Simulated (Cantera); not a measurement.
**Carbothermic reduction: CuO + CO + N₂**

Feed: 1 mol CuO, 5.3 mol CO, 0.18 mol N₂, held at 100 Torr.

Equilibrium computed with Cantera from the NASA thermochemical tables; the gas is ideal and each condensed phase is pure. Candidate condensed phases: C, Cu, CuO, Cu₂O; 27 gas species. Kinetics and transport are ignored.

At 1350 K the condensed part is Cu(s). From 1400 K to 2000 K the condensed part is Cu(l). The main Cu-bearing gas is Cu throughout.

| T (K) | log p CO | log p CO₂ | log p N₂ | log p Cu | log p Cu₂ | log p NO | log p O | n Cu(s) | n Cu(l) |
|---|---|---|---|---|---|---|---|---|---|
| 1350 | -0.98 | -1.61 | -2.36 | -6.31 | -10.19 | -11.09 | <-12 | 1.000 | 0 |
| 1400 | -0.98 | -1.61 | -2.36 | -5.87 | -9.58 | -10.57 | -12.67 | 0 | 1.000 |
| 1450 | -0.98 | -1.61 | -2.36 | -5.46 | -9.02 | -10.09 | -11.98 | 0 | 1.000 |
| 1500 | -0.98 | -1.61 | -2.36 | -5.08 | -8.49 | -9.64 | -11.34 | 0 | 1.000 |
| 1550 | -0.98 | -1.61 | -2.36 | -4.73 | -8.00 | -9.23 | -10.74 | 0 | 0.999 |
| 1600 | -0.98 | -1.61 | -2.36 | -4.40 | -7.55 | -8.84 | -10.17 | 0 | 0.998 |
| 1650 | -0.98 | -1.61 | -2.36 | -4.09 | -7.12 | -8.47 | -9.64 | 0 | 0.997 |
| 1700 | -0.98 | -1.61 | -2.36 | -3.80 | -6.72 | -8.12 | -9.15 | 0 | 0.993 |
| 1750 | -0.98 | -1.61 | -2.36 | -3.52 | -6.34 | -7.80 | -8.68 | 0 | 0.988 |
| 1800 | -0.98 | -1.62 | -2.36 | -3.27 | -5.98 | -7.49 | -8.23 | 0 | 0.978 |
| 1850 | -0.98 | -1.62 | -2.36 | -3.02 | -5.65 | -7.20 | -7.82 | 0 | 0.960 |
| 1900 | -0.99 | -1.62 | -2.36 | -2.79 | -5.33 | -6.93 | -7.42 | 0 | 0.932 |
| 1950 | -0.99 | -1.62 | -2.37 | -2.57 | -5.03 | -6.67 | -7.04 | 0 | 0.887 |
| 2000 | -0.99 | -1.63 | -2.37 | -2.37 | -4.75 | -6.42 | -6.69 | 0 | 0.816 |
log p: log10 of the partial pressure in bar; n: condensed amount in mol.
